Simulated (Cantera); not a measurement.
Input: 1 mol PbO, 0.97 mol H2, held at 120 Pa.

Equilibrium computed with Cantera from the NASA thermochemical tables; the gas is ideal and each condensed phase is pure. Candidate condensed phases: H2O, Pb, PbO, PbO2, Pb3O4; 12 gas species. Kinetics and transport are ignored. All values below are at 1000 °C.

Base state: H2O 0.491, Pb 0.491, PbO 0.0162, H2 0.000976, Pb2 1.18e-5 (mole fractions); condensed: gas only.

Q: What changes in the equilibrium state with this change: PbO replaced by Nb2O5?

A: 
```
species          before    after
-------------  --------  -------
H2             0.000976    0.968
H2O               0.491   0.0318
H               6.43e-7  2.03e-5
Pb                0.491        0
PbO              0.0162        0
Pb2             1.18e-5        0
NbO2(s), mol          0   0.0616
Nb2O5(s), mol         0    0.969
```
Mutual solubility and eutectic melting of coexisting phases are not modelled. Condensed phases not in the tables: the oxides between NbO2 and Nb2O5. Further candidate phases: Nb, NbO, NbO2, Nb2O5.
